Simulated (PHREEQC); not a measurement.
Model water analysis in mg/L, 35 °C, pH 2.48, pe 11.9: Na 2520; K 37.7; Ca 145; Mg 209; Cl 1750; S(6) as SO4 4570; Cu(2) 2.34.

Valence states are taken as typed.

The numbers come from PHREEQC with the ion-association model, phreeqc.dat.

This is a speciation only: nothing precipitates in the calculation.

Problem. Order these Ca species by the share of Ca that they hold, largest first: Ca+2, CaSO4, CaHSO4+.

Solution. Ca+2 (62 %), CaSO4 (37 %), CaHSO4+ (1.3 %)

The pH is 2.48 and the ionic strength 0.162 mol/kgw.
